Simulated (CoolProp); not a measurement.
Saturation properties of R152A (Tc = 386.4 K, pc = 45.17 bar, ω = 0.275).

Values from CoolProp's reference Helmholtz-energy equation of state, Outcalt 1996. It is a modified Benedict-Webb-Rubin equation, recast in Helmholtz form.

| T (K) | p (bar) | liquid density (kg/m³) | liquid viscosity (µPa s) | vapour viscosity (µPa s) |
|---|---|---|---|---|
| 298.5 | 6.026 | 898.6 | 161 | 11.2 |
| 305.5 | 7.373 | 880.4 | 148 | 11.5 |
| 312.4 | 8.912 | 861.8 | 137 | 11.8 |
| 319.3 | 10.68 | 842.2 | 126 | 12.2 |
| 326.2 | 12.70 | 821.5 | 116 | 12.5 |
| 333.1 | 14.99 | 799.5 | 107 | 12.9 |
| 340.1 | 17.62 | 775.6 | 98.2 | 13.3 |
| 347 | 20.53 | 750.1 | 90.1 | 13.8 |
| 353.9 | 23.80 | 721.9 | 82.4 | 14.4 |
| 360.8 | 27.44 | 690.3 | 74.9 | 15.2 |
| 367.8 | 31.57 | 652.9 | 67.6 | 16.2 |

It boils at 249.1 K under 1 atm.

Viscosity comes from a separate model (Bell 2016), an estimate that may be off by 10 % or more.
